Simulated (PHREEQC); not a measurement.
PHREEQC input (Pitzer model, pitzer.dat):

```
SOLUTION 1
  temp 25
  units mol/kgw
  pH 7 charge
END
SELECTED_OUTPUT 1
  -reset false
  -pH true
  -pe true
  -ionic_strength true
  -water true
  -totals Ca S
  -molalities H+ Ca+2 SO4-2 OH- HSO4-
  -equilibrium_phases Gypsum Anhydrite Portlandite
PRINT
  -reset false
USE solution 1
REACTION_PRESSURE 1
  1 50 100 200 300 400 500 600 800 1000
EQUILIBRIUM_PHASES 1
  Gypsum 0 30
  Anhydrite 0 0
  Portlandite 0 0
END
```

Selected output (columns that matter, 10 of 10 rows; P (atm) added in front):

```
P (atm)	pH	mu	Ca	S	m_H+	m_Ca+2	m_SO4-2	m_OH-	Gypsum
1	7.0558	0.060215	0.015054	0.015054	1.0718e-07	0.015054	0.015054	1.5546e-07	29.985
50	7.0446	0.06381	0.015952	0.015952	1.1036e-07	0.015952	0.015952	1.5945e-07	29.984
100	7.0335	0.067503	0.016876	0.016876	1.136e-07	0.016876	0.016876	1.6356e-07	29.983
200	7.0121	0.074925	0.018731	0.018731	1.2009e-07	0.018731	0.018731	1.7187e-07	29.981
300	6.9918	0.082329	0.020582	0.020582	1.2657e-07	0.020582	0.020582	1.8029e-07	29.979
400	6.9726	0.08964	0.02241	0.02241	1.3302e-07	0.02241	0.02241	1.8883e-07	29.978
500	6.9543	0.096794	0.024199	0.024199	1.3943e-07	0.024199	0.024198	1.9747e-07	29.976
600	6.9369	0.10373	0.025934	0.025934	1.458e-07	0.025934	0.025933	2.062e-07	29.974
800	6.9044	0.1168	0.029201	0.029201	1.5834e-07	0.029201	0.029201	2.2391e-07	29.971
1000	6.8748	0.12861	0.032153	0.032153	1.7058e-07	0.032153	0.032153	2.4197e-07	29.968
```

Complexes and solids missing from the database can't appear.
